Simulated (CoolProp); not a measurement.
Vapour-liquid equilibrium of R134a (1) + R141b (2) at -32.55 °C; x and y are mole fractions of (1).

Computed with CoolProp (multi-fluid Helmholtz-energy mixture model, Tillner-Roth 1994 and Lemmon 2006; pair parameters Bell 2016).

```
x     bubble pressure, mixture model (MPa)  bubble pressure, Raoult's law (MPa)  y, mixture model  y, Raoult's law
----  ------------------------------------  -----------------------------------  ----------------  ---------------
0.05                               0.01150                             0.008483             0.584            0.440
0.15                               0.02323                              0.01545             0.813            0.725
0.25                               0.03308                              0.02241             0.881            0.833
0.35                               0.04111                              0.02937             0.913            0.889
0.45                               0.04759                              0.03634             0.932            0.924
0.55                               0.05291                              0.04330             0.946            0.948
0.65                               0.05752                              0.05026             0.956            0.965
0.75                               0.06188                              0.05723             0.966            0.978
0.85                               0.06644                              0.06419             0.977            0.988
0.95                               0.07165                              0.07116             0.991            0.996
```

The largest gap from Raoult's law is +50.4 % in bubble pressure, at x = 0.15. No azeotrope shows between x = 0.05 and 0.95.

The pair parameters rest on a limited set of measurements; away from them the model extrapolates. With so large a gap from Raoult's law the liquid may split in two, which this calculation doesn't test in full.
